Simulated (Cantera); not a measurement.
A closed system holds: 1 mol MgO, 0.19 mol Cl₂, 0.13 mol H₂, held at 1330 Pa.

Cantera equilibrium calculation (NASA polynomials, part measured and part estimated; ideal gas, pure solids and liquids). Candidate condensed phases: H₂O, Mg, MgCl₂, MgO, Mg(OH)₂; 22 gas species. The numbers say what is thermodynamically allowed, not how fast it happens.

x: gas mole fraction; n: condensed amount in mol.

| T (K) | x HCl | x Cl₂ | x MgCl₂ | x Cl | x O₂ | x H₂O | x OH | n MgO(s) |
|---|---|---|---|---|---|---|---|---|
| 1098 | 0.798 | 0.176 | 0.0122 | 0.00537 | 0.00378 | 0.00460 | 1.52e-7 | 0.996 |
| 1148 | 0.792 | 0.165 | 0.0209 | 0.00942 | 0.00780 | 0.00524 | 4.23e-7 | 0.993 |
| 1198 | 0.783 | 0.148 | 0.0338 | 0.0154 | 0.0140 | 0.00590 | 1.06e-6 | 0.989 |
| 1248 | 0.771 | 0.125 | 0.0511 | 0.0234 | 0.0222 | 0.00672 | 2.44e-6 | 0.983 |
| 1298 | 0.758 | (withheld) | (withheld) | (withheld) | (withheld) | (withheld) | (withheld) | 0.976 |
| 1348 | 0.742 | 0.0721 | 0.0914 | 0.0436 | 0.0409 | 0.00957 | 1.09e-5 | 0.969 |
| 1398 | 0.727 | 0.0494 | 0.109 | 0.0539 | 0.0485 | 0.0120 | 2.14e-5 | 0.962 |
| 1448 | 0.712 | (withheld) | (withheld) | (withheld) | 0.0537 | (withheld) | (withheld) | 0.957 |
| 1498 | 0.697 | 0.0208 | 0.134 | 0.0719 | 0.0566 | 0.0202 | 7.32e-5 | 0.953 |

### Question
Some entries are withheld; supply them.

### Answer

- 1298, x Cl₂: 0.0985
- 1298, x MgCl₂: 0.0713
- 1298, x Cl: 0.0331
- 1298, x O₂: 0.0317
- 1298, x H₂O: 0.00787
- 1298, x OH: 5.28e-6
- 1448, x Cl₂: 0.0324
- 1448, x MgCl₂: 0.123
- 1448, x Cl: 0.0633
- 1448, x H₂O: 0.0155
- 1448, x OH: 4.04e-5
